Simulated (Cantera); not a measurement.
Gas mixture: 100 % O2, at 1.60 bar, frozen composition.

Cantera's kinetic-theory transport with the Lennard-Jones parameters of GRI-Mech 3.0, ideal gas; thermal conductivity in the mixture-averaged form.

D: mixture-averaged diffusion coefficient of that species in the mixture.

```json
[
 {"T (K)": "400", "ρ (kg/m³)": "1.54", "cp (J/kg/K)": "941.4", "μ (µPa s)": "25.6", "λ (mW/m/K)": "33.9", "Pr": "0.713", "D (cm²/s) H": "1.35", "D (cm²/s) CO2": "0.167", "D (cm²/s) C2H2": "0.177"},
 {"T (K)": "500", "ρ (kg/m³)": "1.23", "cp (J/kg/K)": "971.4", "μ (µPa s)": "30.0", "λ (mW/m/K)": "41.1", "Pr": "0.709", "D (cm²/s) H": "1.98", "D (cm²/s) CO2": "0.249", "D (cm²/s) C2H2": "0.263"},
 {"T (K)": "600", "ρ (kg/m³)": "1.03", "cp (J/kg/K)": "1003", "μ (µPa s)": "34.1", "λ (mW/m/K)": "48.2", "Pr": "0.709", "D (cm²/s) H": "2.72", "D (cm²/s) CO2": "0.342", "D (cm²/s) C2H2": "0.361"},
 {"T (K)": "700", "ρ (kg/m³)": "0.880", "cp (J/kg/K)": "1031", "μ (µPa s)": "37.8", "λ (mW/m/K)": "55.0", "Pr": "0.709", "D (cm²/s) H": "3.53", "D (cm²/s) CO2": "0.447", "D (cm²/s) C2H2": "0.471"},
 {"T (K)": "800", "ρ (kg/m³)": "0.770", "cp (J/kg/K)": "1055", "μ (µPa s)": "41.4", "λ (mW/m/K)": "[?]", "Pr": "0.710", "D (cm²/s) H": "[?]", "D (cm²/s) CO2": "[?]", "D (cm²/s) C2H2": "[?]"},
 {"T (K)": "900", "ρ (kg/m³)": "0.684", "cp (J/kg/K)": "1074", "μ (µPa s)": "44.7", "λ (mW/m/K)": "[?]", "Pr": "0.710", "D (cm²/s) H": "[?]", "D (cm²/s) CO2": "[?]", "D (cm²/s) C2H2": "[?]"}
]
```

Problem. What belongs in the gaps?

Solution. 
- 800, λ (mW/m/K): 61.4
- 800, D (cm²/s) H: 4.43
- 800, D (cm²/s) CO2: 0.562
- 800, D (cm²/s) C2H2: 0.592
- 900, λ (mW/m/K): 67.6
- 900, D (cm²/s) H: 5.40
- 900, D (cm²/s) CO2: 0.687
- 900, D (cm²/s) C2H2: 0.723
